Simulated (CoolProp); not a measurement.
Saturated liquid density (kg/m³) of n-perfluorohexane: the reference equation beside estimates from Tc = 448.0 K, pc = 1.742 MPa, ω = 0.497. Rackett uses Z = 0.29056 − 0.08775 ω.

The numbers come from the reference Helmholtz-energy equation of state, Gao 2022 in CoolProp.

```
T (K)  reference  Rackett  van der Waals  Redlich-Kwong  Soave-Redlich-Kwong  Peng-Robinson
-----  ---------  -------  -------------  -------------  -------------------  -------------
282.9       1720     1832          952.8           1397                 1492           1683
296.9       1680     1784          930.5           1358                 1458           1646
310.9       1638     1735          906.9           1316                 1420           1605
324.9       1595     1683          881.8           1272                 1378           1560
338.9       1550     1629          855.1           1224                 1332           1509
352.9       1502     1571          826.5           1172                 1281           1453
366.9       1451     1510          795.4           1117                 1224           1389
380.9       1394     1443          761.4           1055                 1159           1316
394.9       1329     1369          723.5          987.0                 1085           1231
408.9       1252     1285          680.0          909.4                997.8           1130
422.9       1155     1183          627.7          817.2                890.7           1005
436.9       1012     1041          557.5          696.2                745.6          833.7
```

Absolute difference from the reference over all 12 rows, mean and median: Rackett 4.4 and 4.3 %, van der Waals 45.1 and 44.9 %, Redlich-Kwong 23.5 and 22.5 %, Soave-Redlich-Kwong 16.9 and 15.2 %, Peng-Robinson 6.0 and 3.8 %.
